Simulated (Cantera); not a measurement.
Input: 1 mol SiH₂Cl₂, 32 mol N₂, equilibrated at 0.000140 bar.

These are equilibrium values from Cantera (NASA tables, ideal gas, pure condensed phases), not measurements of a reactor. Candidate condensed phases: NH₄Cl, Si, Si₃N₄; 28 gas species. The tables' values for SiCl, SiN, SiCl₃ are old estimates; treat these amounts as uncertain. Rates play no part. All values below are at 1750 K.

Base state: N₂ 0.932, SiCl₂ 0.0209, H₂ 0.0207, HCl 0.0140, Si 0.00707, H 0.00283, Cl 0.00148, SiCl 0.000959 (mole fractions); condensed: gas only.

Question: What changes in the equilibrium state with this change: SiH₂Cl₂ replaced by SiH₄?

Answer: 
```json
[
 {"species": "N₂", "before": "0.932", "after": "0.929"},
 {"species": "H₂", "before": "0.0207", "after": "0.0557"},
 {"species": "Si", "before": "0.00707", "after": "0.0107"},
 {"species": "SiCl₂", "before": "0.0209", "after": "0"},
 {"species": "HCl", "before": "0.0140", "after": "0"},
 {"species": "Cl", "before": "0.00148", "after": "0"},
 {"species": "SiCl", "before": "0.000959", "after": "0"},
 {"species": "SiCl₃", "before": "1.52e-5", "after": "0"},
 {"species": "Si₃", "before": "3.90e-6", "after": "1.36e-5"},
 {"species": "SiH", "before": "1.59e-5", "after": "3.96e-5"},
 {"species": "Si(l), mol", "before": "0", "after": "0.614"}
]
```
The tables' values for SiN are old estimates; treat these amounts as uncertain.
